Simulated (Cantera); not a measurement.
Charge: 1 mol Ta2O5, 8.5 mol CO, 0.24 mol H2, 4.6 mol C, equilibrated at 1227 °C and 90.0 Torr.

These are equilibrium values from Cantera (NASA tables, ideal gas, pure condensed phases), not measurements of a reactor. Candidate condensed phases: C, C6H6, C7H8, C8H18, H2O, Ta, TaC, Ta2O5; 113 gas species. Mutual solubility and eutectic melting of coexisting phases are not modelled. TaC: taken at fixed stoichiometry. Condensed phases not in the tables: Ta2C. The numbers say what is thermodynamically allowed, not how fast it happens.

Base state: CO 0.979, H2 0.0199, CO2 0.00110, H2O 5.80e-5 (mole fractions); condensed: TaC(s) + Ta2O5(s).

Task: What changes in the equilibrium state with this change: temperature from 1227 °C to 925 °C?

Result: 
```tsv
species	before	after
CO	0.979	0.970
H2	0.0199	0.0274
CO2	0.00110	0.00219
H2O	5.80e-5	8.47e-5
TaC(s), mol	1.32	0
Ta2O5(s), mol	0.341	1.00
C(graphite), mol	0	4.62
```

Task: What changes in the equilibrium state with this change: temperature from 1227 °C to 825 °C?

Result: 
| species | before | after |
|---|---|---|
| CO | 0.979 | 0.962 |
| H2 | 0.0199 | 0.0274 |
| CO2 | 0.00110 | 0.0101 |
| H2O | 5.80e-5 | 0.000291 |
| TaC(s), mol | 1.32 | 0 |
| Ta2O5(s), mol | 0.341 | 1.00 |
| C(graphite), mol | 0 | 4.69 |
